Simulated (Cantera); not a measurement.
Standard-state values (1 bar) from the NASA 1993 polynomials, evaluated with Cantera. Values are per mole of reaction as written; species without (g) are pure solids or liquids, kept so even where they would boil at 1 bar.

3 Ta₂O₅ + N₂O(g) = 2 NO₂(g) + 6 TaO₂(g), with ΔH° = 4919.6 kJ and ΔS° = 1511.8 J/K at 300 K.

How far is the shortcut ΔG° ≈ ΔH°(300 K) − T·ΔS°(300 K) from the full temperature-dependent value at 975, 1075, 1175, 1275, 1375, 1475, 1575, 1675, 1775, 1875, 1975 K?


| T (K) | shortcut (kJ) | full (kJ) | difference (kJ) | difference in log10 K |
|---|---|---|---|---|
| 975 | 3445.6 | 3504.5 | -58.9 | 3.15 |
| 1075 | 3294.4 | 3369.6 | -75.2 | 3.65 |
| 1175 | 3143.3 | 3236.3 | -93.0 | 4.14 |
| 1275 | 2992.1 | 3104.4 | -112.4 | 4.60 |
| 1375 | 2840.9 | 2973.9 | -133.1 | 5.05 |
| 1475 | 2689.7 | 2844.8 | -155.0 | 5.49 |
| 1575 | 2538.5 | 2716.8 | -178.2 | 5.91 |
| 1675 | 2387.4 | 2590.0 | -202.6 | 6.32 |
| 1775 | 2236.2 | 2464.3 | -228.1 | 6.71 |
| 1875 | 2085.0 | 2339.6 | -254.6 | 7.09 |
| 1975 | 1933.8 | 2216.0 | -282.2 | 7.46 |
The shortcut ignores the heat-capacity change of the reaction.
